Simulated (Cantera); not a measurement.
Charge: 1 mol Si, 7.4 mol HBr, a varied amount of H2, held at 848 K and 1.10 Pa.

Equilibrium computed with Cantera from the NASA thermochemical tables; the gas is ideal and each condensed phase is pure. Candidate condensed phases: Br2, Si; 19 gas species. Equilibrium is a limit: real reactors are often held back by kinetics, nucleation or transport.

Problem. Which condensed phases are stable at each of these points (n(H2) (mol)): 1, 1.8, 3, 5.1, 8.7, 15, 25, 43, 74?

Solution. 
```
n(H2) (mol)  condensed phases  Si condensed (%)
-----------  ----------------  ----------------
1                    gas only               0.0
1.8                  gas only               0.0
3                    gas only               0.0
5.1                  gas only               0.0
8.7                  gas only               0.0
15                   gas only               0.0
25                   gas only               0.0
43                   gas only               0.0
74                      Si(s)              10.9
```

From 1 mol H2 to 43 mol H2 nothing is condensed. At 74 mol H2 the condensed part is Si(s).
